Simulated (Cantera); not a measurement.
## Dilute partial oxidation

An isothermal, constant-pressure homogeneous reactor starts with CH2O : O2 : N2 = 0.004 : 0.0012 : 1 (molar parts), equivalence ratio 3.3, at 1600 K and 3230 Torr.

Cantera simulation using GRI-Mech 3.0 (53 species, 325 reactions); the numbers are that mechanism's predictions, not measurements.

```
t (s)       x CH2O      x O2     x HO2     x N2O       x O     x OH    x H2O
--------  --------  --------  --------  --------  --------  -------  -------
0.000800  9.84e-11   1.76e-6   1.57e-9   6.56e-9   4.35e-6  1.80e-5  0.00165
0.00277   4.19e-11   1.24e-7  1.08e-10   1.60e-9   3.52e-7  5.16e-6  0.00162
0.00961   2.23e-11   1.01e-8  7.81e-12  4.48e-10   2.91e-8  1.49e-6  0.00162
0.0333    1.63e-11  8.31e-10    <1e-12  1.77e-10   2.38e-9  4.28e-7  0.00163
0.115     1.45e-11  7.23e-11    <1e-12  6.78e-11  2.06e-10  1.26e-7  0.00163
0.400     1.40e-11  9.61e-12    <1e-12  2.02e-11  2.88e-11  4.70e-8  0.00163
1.39      1.39e-11  5.26e-12    <1e-12  9.17e-12  1.64e-11  3.55e-8  0.00163
4.80      1.39e-11  5.07e-12    <1e-12  5.90e-12  1.59e-11  3.49e-8  0.00163
16.7      1.39e-11  5.07e-12    <1e-12  4.79e-12  1.58e-11  3.49e-8  0.00163
57.7      1.39e-11  5.06e-12    <1e-12  3.25e-12  1.58e-11  3.49e-8  0.00163
200       1.39e-11  5.06e-12    <1e-12  2.00e-12  1.58e-11  3.49e-8  0.00163
```
x: mole fraction; the columns are a selection and need not sum to one.

Equilibrium at this temperature and pressure: CH2O 1.39e-11, O2 5.06e-12, HO2 <1e-12, N2O 1.49e-12, O 1.58e-11, OH 3.49e-8, H2O 0.00163 (gas phase only).
